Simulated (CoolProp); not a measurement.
Saturated liquid density (kg/m³) of R1336mzz(Z): the reference equation beside estimates from Tc = 171.3 °C, pc = 2904 kPa, ω = 0.386. Rackett uses Z = 0.29056 − 0.08775 ω.

Computed with CoolProp (reference Helmholtz-energy equation of state, McLinden 2020).

| T (°C) | reference | Rackett | van der Waals | Redlich-Kwong | Soave-Redlich-Kwong | Peng-Robinson |
|---|---|---|---|---|---|---|
| -13.35 | 1460 | 1447 | 802.8 | 1184 | 1240 | 1397 |
| -6.35 | 1443 | 1430 | 794.4 | 1169 | 1227 | 1384 |
| 0.75 | 1426 | 1413 | 785.7 | 1154 | 1214 | 1369 |
| 7.75 | 1409 | 1395 | 776.8 | 1139 | 1200 | 1355 |
| 14.85 | 1391 | 1378 | 767.6 | 1123 | 1186 | 1339 |
| 21.85 | 1373 | 1360 | 758.3 | 1106 | 1171 | 1323 |
| 28.85 | 1355 | 1341 | 748.7 | 1090 | 1155 | 1306 |
| 35.95 | 1336 | 1322 | 738.7 | 1072 | 1139 | 1288 |
| 42.95 | 1317 | 1303 | 728.5 | 1054 | 1122 | 1270 |
| 49.95 | 1297 | 1284 | 718.0 | 1035 | 1104 | 1250 |
| 57.05 | 1277 | 1263 | 707.0 | 1015 | 1085 | 1229 |
| 64.05 | 1256 | 1243 | 695.8 | 995.4 | 1066 | 1208 |
| 71.05 | 1235 | 1221 | 684.2 | 974.5 | 1045 | 1185 |

Absolute difference from the reference over all 13 rows, mean and median: Rackett 1.0 and 1.0 %, van der Waals 44.8 and 44.7 %, Redlich-Kwong 19.7 and 19.6 %, Soave-Redlich-Kwong 14.9 and 14.9 %, Peng-Robinson 3.8 and 3.8 %.
